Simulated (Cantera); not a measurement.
Feed: 1 mol SiCl4, 62 mol N2, 18 mol H2, at 1048.15 K and 2.55 Torr.

These are equilibrium values from Cantera (NASA tables, ideal gas, pure condensed phases), not measurements of a reactor. Candidate condensed phases: NH4Cl, Si, Si3N4; 28 gas species. N2 is the only nitrogen source here; it is nearly inert below about 1500 K, so the nitride shown seldom forms there in practice. The numbers say what is thermodynamically allowed, not how fast it happens.

Base state: N2 0.754, H2 0.197, HCl 0.0492 (mole fractions); condensed: Si3N4(s).

Q: What changes in the equilibrium state with this change: SiCl4 replaced by Si2Cl6?

A: 
```json
[
 {"species": "N2", "before": "0.754", "after": "0.743"},
 {"species": "H2", "before": "0.197", "after": "0.184"},
 {"species": "HCl", "before": "0.0492", "after": "0.0733"},
 {"species": "SiCl4", "before": "6.85e-6", "after": "3.93e-5"},
 {"species": "Si3N4(s), mol", "before": "0.333", "after": "0.666"}
]
```
The feed counts by its element totals alone.
